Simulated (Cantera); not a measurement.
An isothermal, constant-pressure homogeneous reactor starts with NH3 : N2 = 1 : 0.13 (molar parts), at 1575 K and 100000 Pa. Integrator tolerance rtol = 1e-08.

Model: the gas-phase N/H chemistry of the illustrative SiF4/NH3 mechanism in the Surface Chemkin manual (1991), integrated in Cantera. Walls and surfaces, which speed up NH3 decomposition in real reactors, are not modelled.

Task: What does this change do: temperature 1575 to 1425 K?

Result: 
```json
[
 {"quantity": "x(NH3) at 3.00 s", "before": "0.629 (gas-phase equilibrium 1.58e-5)", "after": "0.859 (gas-phase equilibrium 2.48e-5)"},
 {"quantity": "x(N2) at 3.00 s", "before": "0.167 (gas-phase equilibrium 0.296)", "after": "0.120 (gas-phase equilibrium 0.296)"},
 {"quantity": "x(H) at 3.00 s", "before": "8.22e-6 (gas-phase equilibrium 3.51e-5)", "after": "2.45e-7 (gas-phase equilibrium 5.76e-6)"},
 {"quantity": "x(NH2) at 3.00 s", "before": "5.94e-5 (gas-phase equilibrium 1.85e-9)", "after": "2.09e-5 (gas-phase equilibrium 4.20e-10)"},
 {"quantity": "x(H2) at 3.00 s", "before": "0.203 (gas-phase equilibrium 0.704)", "after": "0.0207 (gas-phase equilibrium 0.704)"}
]
```
